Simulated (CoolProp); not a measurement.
Values from CoolProp's reference Helmholtz-energy equation of state, Lemmon 2005. It is a short technical equation, of lower accuracy than the large ones.

### Question
For isobutene, give the phase and the density (kg/m³), cp (kJ/(kg K)), cv (kJ/(kg K)), Joule-Thomson coefficient (K/MPa) at 210 K and 63.5 kPa; 210 K and 181 kPa.

### Answer
- 210 K and 63.5 kPa: liquid; density 687, cp 2.03, cv 1.41, Joule-Thomson coefficient -0.489
- 210 K and 181 kPa: liquid; density 687, cp 2.03, cv 1.41, Joule-Thomson coefficient -0.489
